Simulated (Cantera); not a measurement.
A closed system holds: 1 mol CH3Cl, 0.046 mol F2, equilibrated at 3275 °C and 2.00 mbar.

Cantera equilibrium calculation (NASA polynomials, part measured and part estimated; ideal gas, pure solids and liquids). Candidate condensed phases: C, C6H6, C7H8, C8H18; 118 gas species. The numbers say what is thermodynamically allowed, not how fast it happens.

Base state: H 0.603, Cl 0.203, C 0.152, F 0.0154, C2 0.0129, C3 0.00835, HF 0.00299, H2 0.00168 (mole fractions); condensed: gas only.

Problem. What changes in the equilibrium state with this change: pressure from 2.00 mbar to 1.80 Pa?

Solution. 
| species | before | after |
|---|---|---|
| H | 0.603 | 0.589 |
| Cl | 0.203 | 0.196 |
| C | 0.152 | 0.196 |
| C2 | 0.0129 | 0.000193 |
| F | 0.0154 | 0.0180 |
| C2H | 0.000255 | 3.37e-8 |
| C3 | 0.00835 | 1.46e-6 |
| HCl | 0.000854 | 7.28e-6 |
| H2 | 0.00168 | 1.45e-5 |
| HF | 0.00299 | 3.08e-5 |

Problem. What changes in the equilibrium state with this change: CH3Cl replaced by C2F6?

Solution. 
| species | before | after |
|---|---|---|
| F | 0.0154 | 0.779 |
| C | 0.152 | 0.173 |
| CF | 0.000337 | 0.0194 |
| H | 0.603 | 0 |
| Cl | 0.203 | 0 |
| C3 | 0.00835 | 0.0123 |
| C2 | 0.0129 | 0.0166 |
| HF | 0.00299 | 0 |
| H2 | 0.00168 | 0 |
The feed counts by its element totals alone.

Problem. What changes in the equilibrium state with this change: temperature from 3275 °C to 3102 °C?

Solution. 
| species | before | after |
|---|---|---|
| H | 0.603 | 0.620 |
| Cl | 0.203 | 0.211 |
| C | 0.152 | 0.101 |
| C3 | 0.00835 | 0.0253 |
| C2 | 0.0129 | 0.0165 |
| F | 0.0154 | 0.0122 |
| C5 | 3.35e-6 | 3.59e-5 |
| C2H2 (acetylene) | 2.15e-6 | 1.82e-5 |
| C4 | 7.90e-6 | 3.75e-5 |
The tables' values for CCl are old estimates; treat these amounts as uncertain.
